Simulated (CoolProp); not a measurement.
R124 along the isotherm 440.4 K: density (kg/m³) from the reference equation and from simpler models built on Tc = 395.4 K, pc = 3.624 MPa, ω = 0.288; each cubic takes its own stable root.

Model: reference Helmholtz-energy equation of state, de Vries 1995, in CoolProp.

| p (MPa) | phase | reference |
|---|---|---|
| 0.418 | gas | 16.03 |
| 0.836 | gas | 33.02 |
| 1.25 | gas | 50.95 |
| 1.67 | gas | 70.42 |
| 2.09 | gas | 91.40 |
| 2.51 | gas | 114.2 |
| 2.93 | gas | 139.1 |
| 3.35 | gas | 166.5 |
| 3.76 | supercritical | 196.4 |
| 4.18 | supercritical | 230.9 |
| 4.6 | supercritical | 270.3 |
| 5.02 | supercritical | 315.5 |
| 5.44 | supercritical | 367.4 |

Q: How far does each simpler model (ideal gas, van der Waals, Redlich-Kwong, Soave-Redlich-Kwong, Peng-Robinson) lie from the reference over these 13 states: mean and median of the absolute difference, and the worst?

A: 
- ideal gas: mean 22.4 %, median 21.5 %, worst -44.8 % at 440.4 K and 5.44 MPa
- van der Waals: mean 3.9 %, median 0.8 %, worst +16.2 % at 440.4 K and 5.44 MPa
- Redlich-Kwong: mean 2.3 %, median 1.6 %, worst +6.2 % at 440.4 K and 5.44 MPa
- Soave-Redlich-Kwong: mean 1.6 %, median 1.0 %, worst -5.7 % at 440.4 K and 5.44 MPa
- Peng-Robinson: mean 1.4 %, median 1.6 %, worst +2.3 % at 440.4 K and 3.76 MPa
